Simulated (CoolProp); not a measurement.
o-xylene at several states: Z from the reference equation and from simpler models built on Tc = 630.3 K, pc = 3.737 MPa, ω = 0.312; each cubic takes its own stable root.

The numbers come from the reference Helmholtz-energy equation of state, Zhou 2012 in CoolProp.

```tsv
T (K)	p (MPa)	phase	reference	van der Waals	Redlich-Kwong
470.6	4.62	liquid	0.1730	0.2888	0.2042
554.7	0.0234	gas	0.9964	0.9975	0.9969
563.6	12.7	liquid	0.4441	0.6801	0.5127
```
